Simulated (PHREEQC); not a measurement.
Make-up at 25 °C: 5 mmol/kgw HF, 1.8 mmol/kgw (NH4)2SiF6 and 95 mmol/kgw H3PO4. Closed to the air; pH follows from the charge balance.

All values are PHREEQC results (ion-association model, wateq4f.dat), not measurements.

This is a speciation only: nothing precipitates in the calculation.

Q: Order these F species by the share of F that they hold, largest first: F-, HF, SiF6-2, H2F2.

A: SiF6-2 (64 %), HF (34 %), F- (1.2 %), H2F2 (0.97 %)

The pH is 1.66 and the ionic strength 0.0305 mol/kgw. The solution is supersaturated, for example in Quartz (slow to form), so a real one may precipitate; this is no full list. Species that the database lacks are ignored. H3PO4, which wateq4f.dat lacks, is added to it with the constant of phreeqc.dat. SiF6-2 is the database's only silicon fluoride.
